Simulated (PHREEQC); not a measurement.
Consider water at 20 °C with 0.029 mol NH4Cl, 3.5e-05 mol NaF and 0.0013 mol LiCl per kg of water. It is in equilibrium with CO2 at log p = -2 (atm). Otherwise closed; pH follows from the charge balance.

Computed with PHREEQC (ion-association model, phreeqc.dat).

```yaml
pH: 4.89
ionic_strength: 0.0303 mol/kgw
specific_conductance: 3590 µS/cm
```

```json
[
 {"species": "Cl-", "molality": "0.0303", "activity": "0.0256", "log γ": "-0.072"},
 {"species": "NH4+", "molality": "0.0290", "activity": "0.0243", "log γ": "-0.077"},
 {"species": "Li+", "molality": "0.00130", "activity": "0.00112", "log γ": "-0.066"},
 {"species": "CO2", "molality": "0.000389", "activity": "0.000392", "log γ": "0.003"},
 {"species": "Na+", "molality": "3.50e-5", "activity": "2.99e-5", "log γ": "-0.069"},
 {"species": "F-", "molality": "3.45e-5", "activity": "2.91e-5", "log γ": "-0.073"},
 {"species": "H+", "molality": "1.48e-5", "activity": "1.30e-5", "log γ": "-0.058"}
]
```

Precipitation was switched off in this run. Complexes and solids missing from the database can't appear.
